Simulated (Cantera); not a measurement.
Mixture: 12.8 % CH4, 18.3 % O2, 68.8 % N2, at 5.00 bar, adiabatic and at constant volume. Ignition delay is the time to a rise of 400 K.

Computed with Cantera and GRI-Mech 3.0 (53 species, 325 reactions).

Q: Predict: delay at 1075 K; delay at 1275 K; delay at 1475 K; delay at 1675 K; delay at 1875 K; apparent activation energy between 1775 and 1975 K.

A: 
| Item | Result |
|---|---|
| delay at 1075 K | 64.2 ms |
| delay at 1275 K | 4.38 ms |
| delay at 1475 K | 0.464 ms |
| delay at 1675 K | 71.2 µs |
| delay at 1875 K | 16.6 µs |
| apparent activation energy between 1775 and 1975 K | 180 kJ/mol |
